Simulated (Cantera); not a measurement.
A Cantera script and what it prints.

```python
import numpy as np
import cantera as ct

gas_names = """
    H HO2 H2 H2O H2O2 O OH O2 O3 Ta TaO TaO2
""".split()
cond_names = """
    H2O(s) H2O(L) Ta(cr) Ta(L) Ta2O5(s) Ta2O5(L)
""".split()


# ... load() reads the species with a 1 bar reference pressure and builds the phases ...
atoms = {
    'Ta2O5': {'Ta': 2, 'O': 5},
    'H2': {'H': 2},
}
top_T = {}  # K; cautious upper limits of use, not melting points


# ... equilibrate(T, P, feed) seeds the gas with the atoms and calls Mixture.equilibrate('TP', solver="vcs", rtol=1e-11, max_steps=5000) ...
results = []
feed = {'Ta2O5': 1, 'H2': 21}  # mol
T = 1648  # K
P = 130  # Pa
mix = equilibrate(T, P, feed)
results.append((T, P, feed, dict(zip(mix.species_names, mix.species_moles))))
print(gas.report(threshold=1e-05))
for i in range(1, mix.n_phases):
    print(f"{mix.phase(i).name:16s} {mix.phase_moles(i):12.5e} mol")
```

Result:

```
       temperature   1648 K
          pressure   130 Pa
           density   1.9146e-05 kg/m^3
  mean mol. weight   2.018 kg/kmol
   phase of matter   gas

                          1 kg             1 kmol
                     ---------------   ---------------
          enthalpy        2.0618e+07        4.1608e+07  J
   internal energy        1.3828e+07        2.7906e+07  J
           entropy         1.176e+05        2.3733e+05  J/K
    Gibbs function       -1.7319e+08        -3.495e+08  J
 heat capacity c_p             16309             32911  J/K
 heat capacity c_v             12188             24597  J/K

                      mass frac. Y      mole frac. X     chem. pot. / RT
                     ---------------   ---------------   ---------------
                 H          0.001232         0.0024664           -12.765
                H2           0.99625           0.99726           -25.529
               H2O         0.0024604        0.00027561           -59.145
     [   +9 minor]        5.6644e-05        5.7193e-07

Ta(cr)            2.31519e-03 mol
Ta2O5(s)          9.98837e-01 mol
```

Method: chemical equilibrium by Gibbs-energy minimisation in Cantera with the NASA 1993 tables (ideal gas, pure condensed phases). Mutual solubility and eutectic melting of coexisting phases are not modelled. Condensed phases not in the tables: N, O or C dissolved in the metal.
